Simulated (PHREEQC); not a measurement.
A solution holds 160 mmol/kgw Cu(NO3)2, at 25 °C. Closed to the air; pH follows from the charge balance.

All values are PHREEQC results (ion-association model, wateq4f.dat), not measurements.

This is a speciation only: nothing precipitates in the calculation.

Problem. Estimate the pH.

Solution. pH 4.13.
